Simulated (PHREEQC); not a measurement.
Make-up at 25 °C: 0.29 mol/kgw HF, 0.083 mol/kgw (CH3)4NF and 0.0016 mol/kgw HCl. Closed to the air; pH follows from the charge balance.

The numbers come from PHREEQC with the ion-association model, wateq4f.dat.

Precipitation was switched off in this run.

**Question.** Estimate the pH.

**Answer.** pH 2.62.

**Question.** In which forms is F present?

**Answer.** HF 39 %, H2F2 30 %, HF2- 16 %, F- 14 % of the F.

(CH3)4N+ isn't in the database: it is added as a free cation with an ion size of 4 Å. wateq4f.dat counts part of the HF as a dimer, H2F2, which phreeqc.dat doesn't know; its constant is uncertain.
